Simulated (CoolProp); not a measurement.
Computed with CoolProp (reference Helmholtz-energy equation of state, Wu 2011).

Problem. For dimethyl ether, give the phase and the cp (kJ/(kg K)), cv (kJ/(kg K)), expansivity (1/kK) at 238.1 K and 157 kPa.

Solution. 
- 238.1 K and 157 kPa: liquid; cp 2.21, cv 1.47, expansivity 1.79
